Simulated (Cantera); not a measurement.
# Counterflow diffusion flame

A counterflow diffusion flame at 100000 Pa, nozzles 20 mm apart: fuel side 45.5 % CH₄, 44.1 % H₂, 10.5 % N₂ at 323 K, oxidiser side 20.0 % O₂, 80.0 % N₂ at 800 K, fuel mass flux 1 times the oxidiser's; mixture-averaged transport, no radiation.

Model: GRI-Mech 3.0 (53 species, 325 reactions), integrated in Cantera. GRI-Mech 3.0 has no aromatics or soot, which form on the fuel side of real flames. The maximum strain rate includes the flame's own expansion and is several times the mean.

| oxidiser flux (kg/m²/s) | max strain (1/s) | mean strain (1/s) | T max (K) | peak x OH | peak x H | peak x NO | peak x CO | peak x C₂H₂ |
|---|---|---|---|---|---|---|---|---|
| 0.6 | 548 | 142 | 2233 | 0.0136 | 0.00951 | 0.000264 | 0.0421 | 0.00955 |
| 0.82 | 737 | 194 | 2209 | 0.0135 | 0.0101 | 0.000234 | 0.0413 | 0.00939 |
| 1.1 | 976 | 260 | 2192 | 0.0134 | 0.0108 | 0.000211 | 0.0408 | 0.00933 |
| 1.5 | 1310 | 354 | 2172 | 0.0133 | 0.0114 | 0.000185 | 0.0404 | 0.00924 |
| 2 | 1730 | 473 | 2152 | 0.0131 | 0.0120 | 0.000162 | 0.0400 | 0.00912 |
| 2.8 | 2400 | 662 | 2128 | 0.0128 | 0.0127 | 0.000135 | 0.0396 | 0.00887 |
| 3.8 | 3210 | 898 | 2102 | 0.0123 | 0.0132 | 0.000111 | 0.0394 | 0.00844 |
| 5.1 | 4270 | 1210 | 2078 | 0.0118 | 0.0136 | 8.91e-5 | 0.0394 | 0.00791 |
x: mole fraction; the columns are a selection and need not sum to one.
